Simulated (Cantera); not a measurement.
## Aluminium nitride and oxide growth: Al(CH₃)₃ + H₂O + N₂

A closed system holds: 1 mol Al(CH₃)₃, 0.26 mol H₂O, 75 mol N₂, at 75.0 Torr.

Equilibrium computed with Cantera from the NASA thermochemical tables; the gas is ideal and each condensed phase is pure. Candidate condensed phases: Al, AlN, Al₂O₃, C, C₆H₆, C₇H₈, C₈H₁₈, H₂O; 148 gas species. The feed counts by its element totals alone. Mutual solubility and eutectic melting of coexisting phases are not modelled. Equilibrium is a limit: real reactors are often held back by kinetics, nucleation or transport.

From 775 K to 1275 K the condensed part is AlN(s) + Al₂O₃(s) + C(graphite). From 1375 K to 1675 K the condensed part is AlN(s) + C(graphite).

```csv
T (K),x N₂,x H₂,x CO,x HCN,x CH₄,x H,n AlN(s),n Al₂O₃(s),n C(graphite)
775,0.941,0.0586,1.76e-9,1.15e-8,0.000703,<1e-12,0.827,0.0867,2.94
875,0.940,0.0597,1.13e-7,1.24e-7,0.000156,3.88e-11,0.827,0.0867,2.99
975,0.940,0.0599,3.03e-6,8.17e-7,4.51e-5,8.85e-10,0.827,0.0866,3.00
1075,0.940,0.0600,4.38e-5,3.76e-6,1.62e-5,1.14e-8,0.829,0.0855,2.99
1175,0.940,0.0600,0.000398,1.33e-5,6.88e-6,9.49e-8,0.848,0.0761,2.97
1275,0.938,0.0599,0.00254,3.86e-5,3.32e-6,5.70e-7,0.961,0.0195,2.80
1375,0.937,0.0598,0.00327,9.55e-5,1.78e-6,2.65e-6,1.00,0,2.73
1475,0.937,0.0597,0.00327,0.000209,1.04e-6,1.00e-5,1.00,0,2.72
1575,0.937,0.0596,0.00327,0.000413,6.47e-7,3.21e-5,1.000,0,2.71
1675,0.936,0.0594,0.00327,0.000752,4.25e-7,8.95e-5,1.000,0,2.68
```
x: gas mole fraction; n: condensed amount in mol.
